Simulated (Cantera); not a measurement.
Input: 1 mol B₂O₃, 3.8 mol NH₃, a varied amount of H₂, 0.5 mol O₂, equilibrated at 1400 K and 21.0 Torr.

Method: chemical equilibrium by Gibbs-energy minimisation in Cantera with the NASA 1993 tables (ideal gas, pure condensed phases). Candidate condensed phases: B, BN, B₂O₃, B₃O₃H₃, H₂O; 39 gas species. Gases not in the tables: H₃BO₃. Rates play no part.

x: gas mole fraction; n: condensed amount in mol.

```
n(H₂) (mol)   x H₂    x N₂   x H₂O   x HBO₂     x HBO  n B₂O₃(l)
-----------  -----  ------  ------  -------  --------  ---------
0.36         0.630   0.236   0.115   0.0189   2.91e-5      0.923
0.55         0.638   0.231   0.112   0.0187   2.99e-5      0.922
0.83         0.650   0.223   0.108   0.0184   3.10e-5      0.920
1.3          0.668   0.212   0.102   0.0179   3.27e-5      0.918
1.9          0.689   0.198  0.0957   0.0173   3.49e-5      0.916
2.9          0.718   0.179  0.0862   0.0164   3.83e-5      0.912
4.5          0.754     ___     ___   0.0152       ___      0.905
6.8          0.793   0.131  0.0620   0.0139   4.99e-5      0.897
10           0.830   0.107  0.0502   0.0125   5.80e-5      0.887
16           0.872  0.0801  0.0368   0.0107   7.13e-5      0.870
24           0.904  0.0598  0.0269  0.00917   8.63e-5      0.850
37           0.931  0.0424  0.0186  0.00761  0.000107      0.823
56           0.951  0.0298  0.0126  0.00627  0.000133      0.790
```

### Question
Some entries are withheld; supply them.

### Answer

- 4.5, x N₂: 0.156
- 4.5, x H₂O: 0.0744
- 4.5, x HBO: 4.34e-5
